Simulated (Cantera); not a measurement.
## Transport properties of process gases

Gas mixture: 27.6 % N₂, 8.11 % C₂H₄, 43.8 % CO, 20.5 % NH₃, at 0.00770 atm, frozen composition.

Cantera's kinetic-theory transport with the Lennard-Jones parameters of GRI-Mech 3.0, ideal gas; thermal conductivity in the mixture-averaged form. Polar gases are described roughly by these parameters. The composition is frozen, though it would react at the higher temperatures.

```json
[
 {"T (K)": "400", "ρ (kg/m³)": "0.00604", "cp (J/kg/K)": "1287", "μ (µPa s)": "19.6", "λ (mW/m/K)": "34.5", "Pr": "0.732", "D (cm²/s) OH": "67.9", "D (cm²/s) NH₃": "47.6", "D (cm²/s) N₂": "44.5"},
 {"T (K)": "650", "ρ (kg/m³)": "0.00372", "cp (J/kg/K)": "1457", "μ (µPa s)": "28.4", "λ (mW/m/K)": "55.8", "Pr": "0.741", "D (cm²/s) OH": "156", "D (cm²/s) NH₃": "116", "D (cm²/s) N₂": "104"},
 {"T (K)": "900", "ρ (kg/m³)": "0.00269", "cp (J/kg/K)": "1607", "μ (µPa s)": "35.9", "λ (mW/m/K)": "77.1", "Pr": "0.748", "D (cm²/s) OH": "271", "D (cm²/s) NH₃": "206", "D (cm²/s) N₂": "180"},
 {"T (K)": "1150", "ρ (kg/m³)": "0.00210", "cp (J/kg/K)": "1727", "μ (µPa s)": "42.5", "λ (mW/m/K)": "97.5", "Pr": "0.754", "D (cm²/s) OH": "408", "D (cm²/s) NH₃": "315", "D (cm²/s) N₂": "272"},
 {"T (K)": "1400", "ρ (kg/m³)": "0.00173", "cp (J/kg/K)": "1817", "μ (µPa s)": "48.6", "λ (mW/m/K)": "117", "Pr": "0.756", "D (cm²/s) OH": "566", "D (cm²/s) NH₃": "440", "D (cm²/s) N₂": "378"},
 {"T (K)": "1650", "ρ (kg/m³)": "0.00146", "cp (J/kg/K)": "1886", "μ (µPa s)": "54.3", "λ (mW/m/K)": "135", "Pr": "0.758", "D (cm²/s) OH": "744", "D (cm²/s) NH₃": "581", "D (cm²/s) N₂": "497"},
 {"T (K)": "1900", "ρ (kg/m³)": "0.00127", "cp (J/kg/K)": "1938", "μ (µPa s)": "59.7", "λ (mW/m/K)": "153", "Pr": "0.758", "D (cm²/s) OH": "940", "D (cm²/s) NH₃": "736", "D (cm²/s) N₂": "628"},
 {"T (K)": "2150", "ρ (kg/m³)": "0.00112", "cp (J/kg/K)": "1978", "μ (µPa s)": "64.8", "λ (mW/m/K)": "169", "Pr": "0.758", "D (cm²/s) OH": "1150", "D (cm²/s) NH₃": "905", "D (cm²/s) N₂": "772"},
 {"T (K)": "2400", "ρ (kg/m³)": "0.00101", "cp (J/kg/K)": "2008", "μ (µPa s)": "69.7", "λ (mW/m/K)": "184", "Pr": "0.758", "D (cm²/s) OH": "1380", "D (cm²/s) NH₃": "1090", "D (cm²/s) N₂": "926"}
]
```
D: mixture-averaged diffusion coefficient of that species in the mixture.
